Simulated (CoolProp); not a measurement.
Model: reference Helmholtz-energy equation of state, Lemmon 2006, in CoolProp. It is a short technical equation, of lower accuracy than the large ones.

### Question
For acetone, give the phase and the speed of sound (m/s), Joule-Thomson coefficient (K/MPa), isothermal compressibility (1/MPa), expansivity (1/kK) at 517.8 K and 12.9 MPa; 537.1 K and 12.9 MPa; 550 K and 12.9 MPa.

### Answer
- 517.8 K and 12.9 MPa: supercritical; speed of sound 435, Joule-Thomson coefficient 0.631, isothermal compressibility 0.0153, expansivity 3.77
- 537.1 K and 12.9 MPa: supercritical; speed of sound 377, Joule-Thomson coefficient 0.990, isothermal compressibility 0.0226, expansivity 4.56
- 550 K and 12.9 MPa: supercritical; speed of sound 341, Joule-Thomson coefficient 1.32, isothermal compressibility 0.0301, expansivity 5.24
